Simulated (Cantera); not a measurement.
A Cantera script and what it prints.

```python
import numpy as np
import cantera as ct

gas_names = """
    B BH BH2 BH3 BN BO BO2 B2 B2O B2O2 B2O3 B3O3H3 H HBO HBO2 HNO HNO2 HNO3 HO2 H2 H2O H2O2 H3B3O6 N NH
    NH2 NH3 NH2OH NO NO2 NO3 N2 N2H2 N2H4 N2O O OH O2 O3
""".split()
cond_names = """
    B(b) B(L) BN(s) B2O3(L) B3O3H3(cr) H2O(s) H2O(L)
""".split()


# ... load() reads the species with a 1 bar reference pressure and builds the phases ...
atoms = {
    'B': {'B': 1},
    'O2': {'O': 2},
    'N2': {'N': 2},
    'NH3': {'N': 1, 'H': 3},
}
top_T = {'BN(s)': 3200}  # K; cautious upper limits of use, not melting points


# ... equilibrate(T, P, feed) seeds the gas with the atoms and calls Mixture.equilibrate('TP', solver="vcs", rtol=1e-11, max_steps=5000) ...
results = []
feed = {'B': 1, 'O2': 0.26, 'N2': 18, 'NH3': 9.6}  # mol
P = 13332.2  # Pa
for T in [1200, 1250, 1300, 1350, 1400, 1450, 1500, 1550, 1600, 1650, 1700, 1750, 1800, 1850]:
    mix = equilibrate(T, P, feed)
    results.append((T, P, feed, dict(zip(mix.species_names, mix.species_moles))))

top = {s: max(r[3][s] / sum(r[3][g] for g in gas_names) for r in results) for s in gas_names}
cols = sorted((s for s in top if top[s] > 0.001), key=lambda s: -top[s])[:6]
seen = [c for c in cond_names if any(r[3].get(c, 0) > 1e-12 for r in results)]
print("log10 of partial pressures in bar; condensed amounts in mol")
print(f"{'T/K':>10s}" + "".join(f"{s[:9]:>10s}" for s in cols + seen))
for T, P, feed, n in results:
    ng = sum(n[g] for g in gas_names)
    print(f"{T:10.4g}" + "".join(f"{np.log10(max(n[s] / ng * P / 1e5, 1e-99)):10.3f}" for s in cols)
          + "".join(f"{n.get(c, 0):10.4g}" for c in seen))
```

It prints:

```
log10 of partial pressures in bar; condensed amounts in mol
       T/K        N2        H2       HBO      HBO2       H2O      B2O3     BN(s)   B2O3(L)
      1200    -1.090    -1.285    -6.793    -4.929    -3.698    -8.036    0.6913    0.1527
      1250    -1.090    -1.285    -6.288    -4.638    -3.708    -7.356    0.6915     0.151
      1300    -1.090    -1.285    -5.824    -4.371    -3.718    -6.730    0.6924    0.1477
      1350    -1.090    -1.285    -5.395    -4.125    -3.728    -6.153    0.6943    0.1417
      1400    -1.091    -1.286    -4.998    -3.899    -3.739    -5.619    0.6977    0.1316
      1450    -1.091    -1.286    -4.629    -3.689    -3.749    -5.124    0.7029    0.1149
      1500    -1.091    -1.287    -4.285    -3.495    -3.759    -4.664    0.7101   0.08735
      1550    -1.092    -1.288    -3.965    -3.315    -3.770    -4.235    0.7191   0.04167
      1600    -1.092    -1.289    -3.706    -3.228    -3.821    -3.955    0.7169         0
      1650    -1.092    -1.290    -3.529    -3.278    -3.934    -3.891    0.6945         0
      1700    -1.092    -1.290    -3.372    -3.344    -4.050    -3.860    0.6689         0
      1750    -1.092    -1.291    -3.236    -3.429    -4.171    -3.864    0.6403         0
      1800    -1.092    -1.291    -3.120    -3.536    -4.298    -3.908    0.6094         0
      1850    -1.093    -1.292    -3.027    -3.669    -4.434    -3.996    0.5781         0
```

Equilibrium computed with Cantera from the NASA thermochemical tables; the gas is ideal and each condensed phase is pure. Mutual solubility and eutectic melting of coexisting phases are not modelled. Gases not in the tables: H3BO3.
